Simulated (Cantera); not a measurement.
An isothermal, constant-pressure homogeneous reactor starts with CH4 : CO2 : H2 : H2O = 1 : 1.2 : 0.29 : 0.0027 (molar parts), at 1600 K and 8.19 atm.

Model: GRI-Mech 3.0 (53 species, 325 reactions), integrated in Cantera.

Question: Predict: x(CH4) at 3.00 s; x(CO2) at 3.00 s; x(H2) at 3.00 s; x(CH3) at 3.00 s.

Answer: 
```json
{
 "x(CH4) at 3.00 s": "0.0575 (gas-phase equilibrium 0.000146)",
 "x(CO2) at 3.00 s": "0.0404 (gas-phase equilibrium 0.0113)",
 "x(H2) at 3.00 s": "0.354 (gas-phase equilibrium 0.476)",
 "x(CH3) at 3.00 s": "3.72e-5 (gas-phase equilibrium 8.19e-8)"
}
```
